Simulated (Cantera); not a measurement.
A Cantera script and what it prints.

```python
import numpy as np
import cantera as ct

gas_names = """
    H H2 Si SiH SiH2 SiH3 SiH4 Si2 Si3
""".split()
cond_names = """
    Si(cr) Si(L)
""".split()


# ... load() reads the species with a 1 bar reference pressure and builds the phases ...
atoms = {
    'Si3H8': {'Si': 3, 'H': 8},
    'H2': {'H': 2},
}
top_T = {}  # K; cautious upper limits of use, not melting points


# ... equilibrate(T, P, feed) seeds the gas with the atoms and calls Mixture.equilibrate('TP', solver="vcs", rtol=1e-11, max_steps=5000) ...
results = []
feed = {'Si3H8': 1, 'H2': 6.6}  # mol
P = 63000  # Pa
for T in [1073, 1123, 1173, 1223, 1273, 1323, 1373, 1423, 1473, 1523, 1573, 1623, 1673, 1723]:
    mix = equilibrate(T, P, feed)
    results.append((T, P, feed, dict(zip(mix.species_names, mix.species_moles))))
    x = sorted(zip(gas.X, gas.species_names), reverse=True)
    print(f"T = {T:g} K  P = {P:g} Pa  gas = {mix.phase_moles(0):.4g} mol")
    print("   x: " + "  ".join(f"{s} {v:.3e}" for v, s in x if v > 1e-06))
    print("   condensed (mol): " + ("  ".join(f"{mix.phase(i).name} {mix.phase_moles(i):.4g}"
          for i in range(1, mix.n_phases) if mix.phase_moles(i) > 1e-12) or "none"))
```

Result:

```
T = 1073 K  P = 63000 Pa  gas = 10.6 mol
   x: H2 1.000e+00
   condensed (mol): Si(cr) 3
T = 1123 K  P = 63000 Pa  gas = 10.6 mol
   x: H2 1.000e+00
   condensed (mol): Si(cr) 3
T = 1173 K  P = 63000 Pa  gas = 10.6 mol
   x: H2 1.000e+00
   condensed (mol): Si(cr) 3
T = 1223 K  P = 63000 Pa  gas = 10.6 mol
   x: H2 1.000e+00
   condensed (mol): Si(cr) 3
T = 1273 K  P = 63000 Pa  gas = 10.6 mol
   x: H2 1.000e+00
   condensed (mol): Si(cr) 3
T = 1323 K  P = 63000 Pa  gas = 10.6 mol
   x: H2 1.000e+00  H 1.998e-06
   condensed (mol): Si(cr) 3
T = 1373 K  P = 63000 Pa  gas = 10.6 mol
   x: H2 1.000e+00  H 4.195e-06
   condensed (mol): Si(cr) 3
T = 1423 K  P = 63000 Pa  gas = 10.6 mol
   x: H2 1.000e+00  H 8.368e-06
   condensed (mol): Si(cr) 3
T = 1473 K  P = 63000 Pa  gas = 10.6 mol
   x: H2 1.000e+00  H 1.594e-05  SiH2 1.051e-06
   condensed (mol): Si(cr) 3
T = 1523 K  P = 63000 Pa  gas = 10.6 mol
   x: H2 1.000e+00  H 2.912e-05  SiH2 2.005e-06
   condensed (mol): Si(cr) 3
T = 1573 K  P = 63000 Pa  gas = 10.6 mol
   x: H2 9.999e-01  H 5.122e-05  SiH2 3.669e-06
   condensed (mol): Si(cr) 3
T = 1623 K  P = 63000 Pa  gas = 10.6 mol
   x: H2 9.999e-01  H 8.708e-05  SiH2 6.467e-06
   condensed (mol): Si(cr) 3
T = 1673 K  P = 63000 Pa  gas = 10.6 mol
   x: H2 9.998e-01  H 1.435e-04  SiH2 1.101e-05
   condensed (mol): Si(cr) 3
T = 1723 K  P = 63000 Pa  gas = 10.6 mol
   x: H2 9.997e-01  H 2.297e-04  SiH2 1.697e-05  SiH 1.782e-06  Si 1.561e-06
   condensed (mol): Si(L) 3
```

Equilibrium computed with Cantera from the NASA thermochemical tables; the gas is ideal and each condensed phase is pure. The feed counts by its element totals alone. Gases not in the tables: Si2H6 and higher silanes.
